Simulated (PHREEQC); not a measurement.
0.011 g of hydrous ferric oxide (600 m²/g; 0.2 weak and 0.005 strong sites per Fe, Dzombak-Morel constants, diffuse double layer) in 1 kg of water with 0.01 mol/kgw of an inert sodium salt, at 25 °C; the pH is set by adding NaOH or the inert anion's acid. O2 is buffered at 0.21 atm. CO2 from the air is kept out. Precipitation was switched off in this run.

Base run: PHREEQC, ion-association model, wateq4f.dat. Each further column changes one thing. The table gives surface charge σ (C/m²).

```
pH     base  background salt from 0.01 to 0.001 mol/kgw  oxide from 0.011 to 0.055 g/kgw  4e-06 mol/kgw CuSO4 added
---  ------  ------------------------------------------  -------------------------------  -------------------------
4     0.216                                       0.117                            0.216                      0.153
4.5   0.160                                       0.078                            0.160                      0.114
5     0.113                                         ___                            0.113                      0.084
5.5   0.077                                       0.031                            0.077                      0.063
6     0.049                                       0.019                            0.049                      0.048
6.5   0.030                                       0.011                            0.030                        ___
7     0.017                                       0.006                            0.017                      0.024
7.5   0.008                                       0.003                            0.008                      0.013
8     0.001                                         ___                            0.001                      0.006
8.5  -0.005                                      -0.002                           -0.005                     -0.001
9    -0.013                                      -0.004                           -0.013                     -0.008
9.5  -0.024                                      -0.008                           -0.024                     -0.017
10   -0.040                                         ___                           -0.040                        ___
```

Q: Complete the blanks.

A: 
- 5, background salt from 0.01 to 0.001 mol/kgw: 0.050
- 6.5, 4e-06 mol/kgw CuSO4 added: 0.036
- 8, background salt from 0.01 to 0.001 mol/kgw: 0.000
- 10, background salt from 0.01 to 0.001 mol/kgw: -0.015
- 10, 4e-06 mol/kgw CuSO4 added: -0.029

 The database's constant for dissolved Cu(OH)2 is higher than later reviews accept.
